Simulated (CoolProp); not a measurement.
Methane along the isobar 0.286 MPa: density (kg/m³) from the reference equation and from simpler models built on Tc = 190.6 K, pc = 4.599 MPa, ω = 0.011; each cubic takes its own stable root.

Model: reference Helmholtz-energy equation of state, Setzmann 1991, in CoolProp.

| T (K) | phase | reference |
|---|---|---|
| 137.7 | gas | 4.245 |
| 143 | gas | 4.062 |
| 148.2 | gas | 3.898 |
| 153.4 | gas | 3.748 |
| 158.6 | gas | 3.611 |
| 163.9 | gas | 3.482 |
| 169.1 | gas | 3.365 |
| 174.3 | gas | 3.256 |
| 179.5 | gas | 3.154 |
| 184.8 | gas | 3.057 |
| 190 | gas | 2.967 |
| 195.2 | gas | 2.883 |
| 200.4 | gas | 2.804 |
| 205.7 | gas | 2.728 |

### Question
How far does each simpler model (ideal gas, van der Waals, Soave-Redlich-Kwong) lie from the reference over these 14 states: mean and median of the absolute difference, and the worst?

### Answer
- ideal gas: mean 3.2 %, median 2.9 %, worst -5.6 % at 137.7 K and 0.286 MPa
- van der Waals: mean 0.6 %, median 0.5 %, worst -1.6 % at 137.7 K and 0.286 MPa
- Soave-Redlich-Kwong: mean 0.1 %, median 0.0 %, worst -0.2 % at 137.7 K and 0.286 MPa
